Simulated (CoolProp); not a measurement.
Vapour pressure (MPa) of fluorine: the reference equation beside estimates from Tc = -128.7 °C, pc = 5.240 MPa, ω = 0.045. Clausius-Clapeyron is anchored at -180.75 °C with a constant enthalpy of vaporisation of 6.347 kJ/mol.

The numbers come from the reference Helmholtz-energy equation of state, de Reuck 1990 in CoolProp.

| T (°C) | reference | Lee-Kesler | Clausius-Clapeyron | van der Waals | Redlich-Kwong | Soave-Redlich-Kwong | Peng-Robinson |
|---|---|---|---|---|---|---|---|
| -189.95 | 0.08168 | 0.08330 | 0.08788 | 0.3586 | 0.06912 | 0.08258 | (withheld) |
| -187.65 | 0.1068 | 0.1088 | 0.1125 | 0.4212 | 0.09313 | 0.1080 | 0.1113 |
| -185.35 | 0.1376 | 0.1400 | 0.1421 | 0.4910 | 0.1231 | 0.1391 | 0.1426 |
| -183.05 | (withheld) | 0.1776 | 0.1774 | 0.5682 | 0.1598 | 0.1767 | 0.1803 |
| -180.75 | 0.2191 | 0.2226 | 0.2191 | 0.6532 | 0.2043 | 0.2216 | 0.2251 |
| -178.45 | 0.2715 | (withheld) | 0.2678 | 0.7463 | 0.2574 | 0.2747 | 0.2780 |
| -176.25 | (withheld) | 0.3347 | (withheld) | 0.8433 | 0.3172 | 0.3339 | 0.3368 |
| -173.95 | 0.4005 | 0.4060 | 0.3859 | 0.9532 | 0.3899 | 0.4055 | 0.4078 |
| -171.65 | 0.4817 | 0.4879 | 0.4595 | 1.072 | 0.4740 | 0.4879 | (withheld) |
| -169.35 | 0.5745 | 0.5814 | 0.5428 | 1.200 | 0.5705 | 0.5821 | 0.5826 |
| -167.05 | 0.6797 | 0.6872 | 0.6366 | (withheld) | 0.6803 | 0.6891 | 0.6882 |
| -164.75 | 0.7983 | 0.8064 | 0.7416 | 1.486 | 0.8042 | 0.8097 | 0.8074 |
| -162.45 | 0.9311 | 0.9397 | 0.8584 | 1.644 | 0.9433 | 0.9450 | 0.9410 |

**Question.** What belongs in the gaps?

**Answer.** 
- -189.95, Peng-Robinson: 0.08563
- -183.05, reference: 0.1747
- -178.45, Lee-Kesler: 0.2756
- -176.25, reference: 0.3299
- -176.25, Clausius-Clapeyron: 0.3215
- -171.65, Peng-Robinson: 0.4894
- -167.05, van der Waals: 1.338

Absolute difference from the reference over all 13 rows, mean and median: Lee-Kesler 1.4 and 1.5 %, Clausius-Clapeyron 4.4 and 4.6 %, van der Waals 174.9 and 155.6 %, Redlich-Kwong 5.4 and 3.8 %, Soave-Redlich-Kwong 1.2 and 1.2 %, Peng-Robinson 2.4 and 2.1 %.
